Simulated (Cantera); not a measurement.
Input: 1 mol SiHCl3, 0.15 mol C3H8, 2 mol H2, 0.059 mol CH4, held at 2373.15 K and 0.300 bar.

These are equilibrium values from Cantera (NASA tables, ideal gas, pure condensed phases), not measurements of a reactor. Candidate condensed phases: C, C6H6, C7H8, C8H18, Si, SiC; 109 gas species. The tables' values for SiCl3, SiCl are old estimates; treat these amounts as uncertain. Gases not in the tables: Si2H6 and higher silanes. Rates play no part.

Base state: H2 0.460, HCl 0.401, SiCl2 0.102, H 0.0173, Cl 0.0108, C2H2 (acetylene) 0.00274, SiCl3 0.00254, SiCl 0.00218 (mole fractions); condensed: SiC(s).

Question: What changes in the equilibrium state with this change: C3H8 from 0.15 to 0.81 mol?

Answer: 
```
species            before     after
----------------  -------  --------
H2                  0.460     0.618
HCl                 0.401     0.305
SiCl2               0.102    0.0431
Cl                 0.0108   0.00707
H                  0.0173    0.0201
SiCl4             4.49e-5   8.14e-6
SiCl3             0.00254  0.000702
SiHCl3            3.74e-5   1.20e-5
CH4               1.16e-5   2.13e-5
SiC(s), mol         0.480     0.650
C(graphite), mol        0      1.78
```
The tables' values for SiCl, SiCl3 are old estimates; treat these amounts as uncertain.

Question: What changes in the equilibrium state with this change: temperature from 2373.15 K to 1700 K?

Answer: 
```tsv
species	before	after
H2	0.460	0.496
HCl	0.401	0.397
SiCl2	0.102	0.0759
H	0.0173	0.000190
Cl	0.0108	0.000118
SiCl3	0.00254	0.0188
SiC2	0.000176	<1e-9
Si2C	0.000105	<1e-9
C2HCl	2.20e-5	2.44e-9
SiC(s), mol	0.480	0.509
```
The tables' values for SiCl3 are old estimates; treat these amounts as uncertain.
